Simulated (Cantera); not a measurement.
Charge: 1 mol Si, 0.14 mol H2O, equilibrated at 0.180 bar.

Method: chemical equilibrium by Gibbs-energy minimisation in Cantera with the NASA 1993 tables (ideal gas, pure condensed phases). Candidate condensed phases: H2O, Si, SiO2; 18 gas species. Mutual solubility and eutectic melting of coexisting phases are not modelled. The tables hold silica as quartz up to 1696 K and as liquid above; real silica turns to tridymite and cristobalite and melts near 1996 K. Kinetics and transport are ignored.

### Question
Which condensed phases are stable at each of these points (T (K)): 773, 823, 873, 923, 973, 1023, 1073, 1123, 1173, 1223, 1273, 1323, 1373, 1423?

### Answer
```tsv
T (K)	condensed phases	Si condensed (%)
773	Si(s) + SiO2(α-quartz)	100.0
823	Si(s) + SiO2(α-quartz)	100.0
873	Si(s) + SiO2(β-quartz)	100.0
923	Si(s) + SiO2(β-quartz)	100.0
973	Si(s) + SiO2(β-quartz)	100.0
1023	Si(s) + SiO2(β-quartz)	100.0
1073	Si(s) + SiO2(β-quartz)	100.0
1123	Si(s) + SiO2(β-quartz)	100.0
1173	Si(s) + SiO2(β-quartz)	100.0
1223	Si(s) + SiO2(β-quartz)	100.0
1273	Si(s) + SiO2(β-quartz)	100.0
1323	Si(s) + SiO2(β-quartz)	100.0
1373	Si(s) + SiO2(β-quartz)	100.0
1423	Si(s) + SiO2(β-quartz)	100.0
```

From 773 K to 823 K the condensed part is Si(s) + SiO2(α-quartz). From 873 K to 1423 K the condensed part is Si(s) + SiO2(β-quartz).
